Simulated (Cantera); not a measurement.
A Cantera script and its output.

```python
import numpy as np
import cantera as ct

gas = ct.Solution("gri30.yaml")
gas.TP = 300, 101325
flame = ct.CounterflowDiffusionFlame(gas, width=0.02)
flame.fuel_inlet.X, flame.fuel_inlet.T = {'CH3OH': 1, 'N2': 0.3}, 600
flame.oxidizer_inlet.X, flame.oxidizer_inlet.T = {'O2': 0.2, 'N2': 0.8}, 325
flame.set_refine_criteria(ratio=3, slope=0.12, curve=0.24, prune=0.03)
show = ['OH', 'H', 'NO', 'CO', 'C2H2']

rows = []
print(f"{'mdot':>8s}{'a_max':>10s}{'a_mean':>10s}{'Tmax/K':>9s}" + "".join(f"{s:>11s}" for s in show) + "   (peak mole fractions)")
for i, mdot in enumerate([0.25, 0.38, 0.58, 0.87, 1.3, 2, 3, 4.5]):  # kg/m2/s on the oxidiser side
    flame.oxidizer_inlet.mdot, flame.fuel_inlet.mdot = mdot, 0.67 * mdot
    flame.solve(loglevel=0, auto=(i == 0))
    if flame.T.max() < max(600, 325) + 100:
        print(f"{mdot:8.3g}  no burning solution found from the previous one")
        break
    dT = np.abs(np.gradient(flame.T, flame.grid))
    rows.append([flame.strain_rate("max"), flame.strain_rate("mean"), flame.T.max(),
                 *(flame.X[gas.species_index(s)].max() for s in show), max(dT[0], dT[-1]) / dT.max()])
    print(f"{mdot:8.3g}{rows[-1][0]:10.1f}{rows[-1][1]:10.1f}{rows[-1][2]:9.1f}" + "".join(f"{x:11.3e}" for x in rows[-1][3:-1]))
```

Result:

```
    mdot     a_max    a_mean   Tmax/K         OH          H         NO         CO       C2H2   (peak mole fractions)
    0.25     126.8      24.8   2005.4  7.508e-03  5.417e-03  4.966e-05  1.535e-01  8.263e-05
    0.38     183.3      37.7   1967.6  7.655e-03  6.181e-03  4.091e-05  1.515e-01  1.093e-04
    0.58     267.7      57.6   1925.5  7.711e-03  6.992e-03  3.433e-05  1.490e-01  1.424e-04
    0.87     387.6      86.4   1881.0  7.628e-03  7.741e-03  2.937e-05  1.461e-01  1.783e-04
     1.3     562.7     129.1   1839.0  7.520e-03  8.483e-03  2.551e-05  1.434e-01  2.155e-04
       2     843.3     198.6   1793.9  7.296e-03  9.207e-03  2.164e-05  1.403e-01  2.495e-04
       3    1235.9     297.9   1748.1  6.904e-03  9.721e-03  1.773e-05  1.371e-01  2.632e-04
     4.5    1813.7     446.8   1700.0  6.315e-03  9.951e-03  1.361e-05  1.337e-01  2.447e-04
```

Detailed kinetics in Cantera: GRI-Mech 3.0 (53 species, 325 reactions). GRI-Mech 3.0 was tuned for natural gas; its chemistry of methanol as a main component is partial and can be far from experiment. GRI-Mech 3.0 has no aromatics or soot, which form on the fuel side of real flames. The maximum strain rate includes the flame's own expansion and is several times the mean.
